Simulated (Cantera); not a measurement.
An isothermal, constant-pressure homogeneous reactor starts with 33.3 % NO, 66.7 % N2, at 1825 K and 190000 Pa.

Model: GRI-Mech 3.0 (53 species, 325 reactions), integrated in Cantera.

Task: Predict: x(NO) at 30.0 s; x(O) at 30.0 s; x(NO2) at 30.0 s; x(N2) at 30.0 s; x(O2) at 30.0 s; x(N2O) at 30.0 s.

Result: 
- x(NO) at 30.0 s = 0.0107 (gas-phase equilibrium 0.00413)
- x(O) at 30.0 s = 4.51e-5 (gas-phase equilibrium 4.55e-5)
- x(NO2) at 30.0 s = 3.08e-5 (gas-phase equilibrium 1.20e-5)
- x(N2) at 30.0 s = 0.828 (gas-phase equilibrium 0.831)
- x(O2) at 30.0 s = 0.161 (gas-phase equilibrium 0.165)
- x(N2O) at 30.0 s = 3.72e-7 (gas-phase equilibrium 3.35e-7)
